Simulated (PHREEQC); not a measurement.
Dissolve 43 mmol/kgw NaHS and 0.62 mmol/kgw ZnCl2 at 69 °C. Closed to the air; pH follows from the charge balance.

Computed with PHREEQC (ion-association model, phreeqc.dat).

Each row changes one thing in this solution. This is a speciation only: nothing precipitates in the calculation.

```tsv
case	pH	ionic strength (mol/kgw)
as made	8.80	0.0431
NaHS left out	5.50	0.00184
diluted 100-fold with water	7.99	0.000430
diluted 2-fold with water	8.72	0.0215
diluted 10-fold with water	8.46	0.00430
```

Complexes and solids missing from the database can't appear. Some of these states are supersaturated (in Sphalerite (slow to form), for instance). At this temperature some constants are extrapolated from 25 °C, and those without enthalpy data are left unchanged.
